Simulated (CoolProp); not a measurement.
Aqueous lithium chloride as a coolant, 8 % by mass, freezing at -9.1 °C, 1 atm.

Computed with CoolProp (Melinder's fits for secondary coolants).

| T (°C) | density (kg/m³) | conductivity (W/(m K)) | cp (kJ/(kg K)) | viscosity (mPa s) |
|---|---|---|---|---|
| -3.5 | 1048 | 0.541 | (withheld) | 2.52 |
| 3.5 | 1047 | 0.552 | 3.747 | 2.02 |
| 10.6 | 1046 | 0.563 | (withheld) | (withheld) |
| 17.6 | 1045 | 0.574 | 3.762 | 1.39 |
| 24.6 | 1043 | (withheld) | 3.771 | (withheld) |
| 31.6 | 1041 | 0.596 | 3.780 | 1.02 |
| 38.6 | 1039 | 0.607 | 3.789 | 0.886 |

Question: Complete the blanks.

Answer: 
- -3.5, cp (kJ/(kg K)): 3.741
- 10.6, cp (kJ/(kg K)): 3.754
- 10.6, viscosity (mPa s): 1.65
- 24.6, conductivity (W/(m K)): 0.585
- 24.6, viscosity (mPa s): 1.19
